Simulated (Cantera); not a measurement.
Input (Python, Cantera):

```python
import numpy as np
import cantera as ct

gas = ct.Solution("h2o2.yaml")
gas.TPX = 650, 140000, {'H2': 1, 'O2': 0.172, 'N2': 0.69, 'H2O': 0.42}
flame = ct.FreeFlame(gas, width=0.032)
flame.set_refine_criteria(ratio=3, slope=0.08, curve=0.16)
flame.transport_model = "mixture-averaged"
flame.solve(loglevel=0, auto=True)
flame.transport_model = "multicomponent"
flame.soret_enabled = True
flame.solve(loglevel=0, refine_grid=True)
z, T = flame.grid, flame.T
thick = (T[-1] - T[0]) / np.gradient(T, z).max()
show = ['H2', 'O2', 'H2O', 'H', 'O', 'OH']
print(f"laminar burning velocity  {flame.velocity[0] * 100:.3f} cm/s")
print(f"burnt temperature         {T[-1]:.1f} K")
print(f"thermal thickness         {thick * 1e3:.4f} mm")
print(f"grid points               {len(z)}")
z0 = z[flame.heat_release_rate.argmax()]
print(f"{'z/mm':>9s}{'T/K':>9s}{'u/(m/s)':>9s}" + "".join(f"{s:>11s}" for s in show))
rows = []
for k in (-3, -2, -1.5, -1, -0.5, -0.25, 0, 0.25, 0.5, 1, 2, 4, 8):
    zz = z0 + k * thick
    rows.append([k * thick, np.interp(zz, z, T), np.interp(zz, z, flame.velocity),
                 *(np.interp(zz, z, flame.X[gas.species_index(s)]) for s in show)])
    print(f"{rows[-1][0] * 1e3:9.3f}{rows[-1][1]:9.1f}{rows[-1][2]:9.3f}" + "".join(f"{x:11.3e}" for x in rows[-1][3:]))
```

It prints:

```
laminar burning velocity  538.156 cm/s
burnt temperature         1740.2 K
thermal thickness         0.2928 mm
grid points               103
     z/mm      T/K  u/(m/s)         H2         O2        H2O          H          O         OH
   -0.878    650.0    5.382  4.382e-01  7.537e-02  1.841e-01  8.354e-16  1.332e-15  6.217e-17
   -0.586    650.0    5.381  4.382e-01  7.538e-02  1.841e-01  1.215e-12  1.151e-12  5.428e-14
   -0.439    650.1    5.380  4.379e-01  7.541e-02  1.842e-01  2.250e-10  9.313e-11  4.530e-12
   -0.293    651.5    5.375  4.359e-01  7.568e-02  1.848e-01  1.152e-07  1.619e-08  1.941e-09
   -0.146    712.5    5.713  4.156e-01  7.640e-02  1.939e-01  2.123e-04  1.278e-05  5.197e-05
   -0.073    908.5    7.139  3.898e-01  6.861e-02  2.179e-01  2.975e-03  1.229e-04  2.823e-04
    0.000   1172.3    9.130  3.527e-01  4.752e-02  2.633e-01  1.315e-02  5.234e-04  5.849e-04
    0.073   1360.5   10.571  3.157e-01  2.270e-02  3.119e-01  2.554e-02  6.729e-04  1.002e-03
    0.146   1459.6   11.330  2.963e-01  8.300e-03  3.399e-01  3.113e-02  4.094e-04  1.185e-03
    0.293   1541.3   11.935  2.899e-01  1.081e-03  3.547e-01  2.944e-02  1.418e-04  1.212e-03
    0.586   1605.1   12.386  2.941e-01  8.266e-05  3.581e-01  2.204e-02  6.764e-05  1.065e-03
    1.171   1659.0   12.757  2.993e-01  1.791e-05  3.598e-01  1.438e-02  3.131e-05  7.991e-04
    2.342   1697.3   13.015  3.031e-01  6.797e-06  3.611e-01  8.626e-03  1.202e-05  5.266e-04
```

Detailed kinetics in Cantera: the H2/O2 subset of GRI-Mech 3.0, which has no nitrogen chemistry. Burning velocities carry a grid error of a few per cent, more on coarse grids.
